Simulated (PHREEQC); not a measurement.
A solution holds 0.00026 mol CuSO4 and 0.0028 mol H3BO3 per kg of water, at 45 °C. Closed to the air; pH follows from the charge balance.

All values are PHREEQC results (ion-association model, wateq4f.dat), not measurements.

No solid was allowed to form.

Question: Order these Cu species by the share of Cu that they hold, largest first: CuOH+, Cu+2, Cu(OH)2, CuSO4, Cu2(OH)2+2.

Answer: Cu+2 (95 %), CuSO4 (4.1 %), Cu2(OH)2+2 (0.82 %), CuOH+ (0.23 %), Cu(OH)2 (0.12 %)

The pH is 5.43 and the ionic strength 0.000996 mol/kgw. Examples of supersaturated solids here: Tenorite (slow to form). Others may be too. Constants without temperature data keep their 25 °C values here.
